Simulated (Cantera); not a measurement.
Cantera run:

```python
import numpy as np
import cantera as ct

gas_names = [...]  # 110 gases of nasa_gas.yaml made of C, H, O
cond_names = """
    C(gr) C6H6(L) C7H8(L) C8H18(L),n-octa H2O(s) H2O(L)
""".split()


# ... load() reads the species with a 1 bar reference pressure and builds the phases ...
atoms = {
    'CO2': {'C': 1, 'O': 2},
    'H2': {'H': 2},
}
top_T = {'C(gr)': 4500}  # K; cautious upper limits of use, not melting points


# ... equilibrate(T, P, feed) seeds the gas with the atoms and calls Mixture.equilibrate('TP', solver="vcs", rtol=1e-11, max_steps=5000) ...
results = []
T = 3350  # K
P = 260000  # Pa
for m in [1, 1.3, 1.5, 1.9, 2.3, 2.8, 3.4, 4.1, 5, 6.1, 7.5]:
    feed = {'CO2': 1, 'H2': m}  # mol
    mix = equilibrate(T, P, feed)
    results.append((T, P, feed, dict(zip(mix.species_names, mix.species_moles))))
    x = sorted(zip(gas.X, gas.species_names), reverse=True)
    print(f"T = {T:g} K  P = {P:g} Pa  n(H2) = {m:g} mol  gas = {mix.phase_moles(0):.4g} mol")
    print("   x: " + "  ".join(f"{s} {v:.3e}" for v, s in x if v > 0.0001))
    print("   condensed (mol): " + ("  ".join(f"{mix.phase(i).name} {mix.phase_moles(i):.4g}"
          for i in range(1, mix.n_phases) if mix.phase_moles(i) > 1e-12) or "none"))
```

Result:

```
T = 3350 K  P = 260000 Pa  n(H2) = 1 mol  gas = 2.292 mol
   x: CO 3.593e-01  H2O 2.253e-01  H2 1.307e-01  H 9.283e-02  CO2 7.698e-02  OH 6.758e-02  O 2.835e-02  O2 1.896e-02
   condensed (mol): none
T = 3350 K  P = 260000 Pa  n(H2) = 1.3 mol  gas = 2.6 mol
   x: CO 3.323e-01  H2O 2.322e-01  H2 1.834e-01  H 1.100e-01  OH 5.879e-02  CO2 5.229e-02  O 2.082e-02  O2 1.023e-02
   condensed (mol): none
T = 3350 K  P = 260000 Pa  n(H2) = 1.5 mol  gas = 2.812 mol
   x: CO 3.144e-01  H2O 2.294e-01  H2 2.174e-01  H 1.197e-01  OH 5.335e-02  CO2 4.122e-02  O 1.735e-02  O2 7.103e-03
   condensed (mol): none
T = 3350 K  P = 260000 Pa  n(H2) = 1.9 mol  gas = 3.246 mol
   x: CO 2.810e-01  H2 2.791e-01  H2O 2.162e-01  H 1.357e-01  OH 4.438e-02  CO2 2.705e-02  O 1.274e-02  O2 3.828e-03
   condensed (mol): none
T = 3350 K  P = 260000 Pa  n(H2) = 2.3 mol  gas = 3.687 mol
   x: H2 3.311e-01  CO 2.523e-01  H2O 2.000e-01  H 1.478e-01  OH 3.768e-02  CO2 1.894e-02  O 9.932e-03  O2 2.327e-03
   condensed (mol): none
T = 3350 K  P = 260000 Pa  n(H2) = 2.8 mol  gas = 4.243 mol
   x: H2 3.840e-01  CO 2.226e-01  H2O 1.805e-01  H 1.591e-01  OH 3.158e-02  CO2 1.301e-02  O 7.730e-03  O2 1.409e-03
   condensed (mol): none
T = 3350 K  P = 260000 Pa  n(H2) = 3.4 mol  gas = 4.915 mol
   x: H2 4.337e-01  CO 1.945e-01  H 1.691e-01  H2O 1.603e-01  OH 2.639e-02  CO2 8.935e-03  O 6.077e-03  O2 8.713e-04
   condensed (mol): none
T = 3350 K  P = 260000 Pa  n(H2) = 4.1 mol  gas = 5.7 mol
   x: H2 4.783e-01  H 1.776e-01  CO 1.692e-01  H2O 1.411e-01  OH 2.213e-02  CO2 6.205e-03  O 4.852e-03  O2 5.553e-04
   condensed (mol): none
T = 3350 K  P = 260000 Pa  n(H2) = 5 mol  gas = 6.712 mol
   x: H2 5.212e-01  H 1.854e-01  CO 1.448e-01  H2O 1.219e-01  OH 1.831e-02  CO2 4.208e-03  O 3.846e-03  O2 3.490e-04
   condensed (mol): none
T = 3350 K  P = 260000 Pa  n(H2) = 6.1 mol  gas = 7.95 mol
   x: H2 5.594e-01  H 1.921e-01  CO 1.229e-01  H2O 1.043e-01  OH 1.512e-02  O 3.066e-03  CO2 2.848e-03  O2 2.217e-04
   condensed (mol): none
T = 3350 K  P = 260000 Pa  n(H2) = 7.5 mol  gas = 9.526 mol
   x: H2 5.941e-01  H 1.979e-01  CO 1.031e-01  H2O 8.799e-02  OH 1.238e-02  O 2.435e-03  CO2 1.897e-03  O2 1.398e-04
   condensed (mol): none
```

Equilibrium computed with Cantera from the NASA thermochemical tables; the gas is ideal and each condensed phase is pure.
